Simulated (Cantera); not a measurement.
Mixture: H2 : O2 : N2 : H2O = 1 : 0.833 : 3.13 : 1.1 (molar parts), equivalence ratio 0.60, at 2.30 bar, adiabatic and at constant volume. Ignition delay is the time to a rise of 400 K.

Model: the H2/O2 subset of GRI-Mech 3.0, which has no nitrogen chemistry, integrated in Cantera. The hydrogen kinetics of GRI-Mech 3.0 are dated; newer H2 mechanisms differ, most at raised pressure. Where the delays flatten at high temperature, the 400 K rule measures the pace of heat release, not the induction time.

Q: Predict: delay at 1273 K; delay at 1373 K; delay at 1473 K; delay at 1573 K.

A: 
* **delay at 1273 K**: 26.0 µs
* **delay at 1373 K**: 13.7 µs
* **delay at 1473 K**: 9.19 µs
* **delay at 1573 K**: 7.04 µs
